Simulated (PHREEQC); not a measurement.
0.71 g of hydrous ferric oxide (600 m²/g; 0.2 weak and 0.005 strong sites per Fe, Dzombak-Morel constants, diffuse double layer) in 1 kg of water with 0.01 mol/kgw of an inert sodium salt and 4.6e-05 mol/kgw Na2SeO4, at 25 °C; the pH is set by adding NaOH or the inert anion's acid. Oxygen alone is held at its pressure in air (log pO2 = -0.68). No CO2 enters from the air. No solid was allowed to form.

Base run: PHREEQC, ion-association model, wateq4f.dat. Each further column changes one thing. The table gives surface charge σ (C/m²).

```json
[
 {"pH": "4", "base": "0.206", "background salt from 0.01 to 0.001 mol/kgw": "0.119", "oxide from 0.71 to 3.5 g/kgw": "0.225"},
 {"pH": "5", "base": "0.106", "background salt from 0.01 to 0.001 mol/kgw": "0.049", "oxide from 0.71 to 3.5 g/kgw": "0.116"},
 {"pH": "5.5", "base": "0.071", "background salt from 0.01 to 0.001 mol/kgw": "0.030", "oxide from 0.71 to 3.5 g/kgw": "0.078"},
 {"pH": "6.5", "base": "0.028", "background salt from 0.01 to 0.001 mol/kgw": "0.010", "oxide from 0.71 to 3.5 g/kgw": "0.030"},
 {"pH": "7", "base": "0.017", "background salt from 0.01 to 0.001 mol/kgw": "0.006", "oxide from 0.71 to 3.5 g/kgw": "0.017"},
 {"pH": "8", "base": "0.001", "background salt from 0.01 to 0.001 mol/kgw": "0.000", "oxide from 0.71 to 3.5 g/kgw": "0.001"},
 {"pH": "9", "base": "-0.013", "background salt from 0.01 to 0.001 mol/kgw": "-0.005", "oxide from 0.71 to 3.5 g/kgw": "-0.013"},
 {"pH": "9.5", "base": "-0.024", "background salt from 0.01 to 0.001 mol/kgw": "-0.009", "oxide from 0.71 to 3.5 g/kgw": "-0.024"},
 {"pH": "10.5", "base": "-0.065", "background salt from 0.01 to 0.001 mol/kgw": "-0.030", "oxide from 0.71 to 3.5 g/kgw": "-0.066"},
 {"pH": "11", "base": "-0.100", "background salt from 0.01 to 0.001 mol/kgw": "-0.057", "oxide from 0.71 to 3.5 g/kgw": "-0.103"},
 {"pH": "12", "base": "-0.230", "background salt from 0.01 to 0.001 mol/kgw": "-0.202", "oxide from 0.71 to 3.5 g/kgw": "-0.235"}
]
```
